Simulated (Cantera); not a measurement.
A closed system holds: 1 mol Zr, 2.8 mol N2, at 10000 Pa.

Method: chemical equilibrium by Gibbs-energy minimisation in Cantera with the NASA 1993 tables (ideal gas, pure condensed phases). Candidate condensed phases: Zr, ZrN; 4 gas species. ZrN: taken at fixed stoichiometry. The numbers say what is thermodynamically allowed, not how fast it happens. All values below are at 2500 K.

Base state: N2 1.000 (mole fractions); condensed: ZrN(s).

Q: What changes in the equilibrium state with this change: Zr replaced by V?

A: 
```csv
species,before,after
N2,1.000,0.992
V,0,0.00795
"ZrN(s), mol",1.00,0
"V(l), mol",0,0.978
```
Condensed phases not in the tables: V2N, N, O or C dissolved in the metal. Further candidate phases: V, VN.
